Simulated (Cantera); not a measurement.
Source: NASA polynomial tables (part measured, part estimated), evaluated in Cantera. Values are per mole of reaction as written; species without (g) are pure solids or liquids, kept so even where they would boil at 1 bar.

V + 4 NO(g) → 2 N₂O(g) + VO₂(g)

| T (K) | ΔH° (kJ) | ΔS° (J/K) | ΔG° (kJ) | log10 K | condensed phases |
|---|---|---|---|---|---|
| 1825 | … | … | … | … | V(s) |
| 1900 | … | … | … | … | V(s) |
| 1975 | -440.9 | -177.2 | -91.0 | 2.41 | V(s) |
| 2050 | -441.5 | -177.5 | -77.7 | 1.98 | V(s) |
| 2125 | -442.2 | -177.8 | -64.4 | 1.58 | V(s) |
| 2200 | -465.8 | -188.6 | -50.9 | 1.21 | V(l) |

Task: What belongs in the gaps?

Result: 
- 1825, ΔH° (kJ): -439.9
- 1825, ΔS° (J/K): -176.7
- 1825, ΔG° (kJ): -117.5
- 1825, log10 K: 3.36
- 1900, ΔH° (kJ): -440.4
- 1900, ΔS° (J/K): -176.9
- 1900, ΔG° (kJ): -104.3
- 1900, log10 K: 2.87
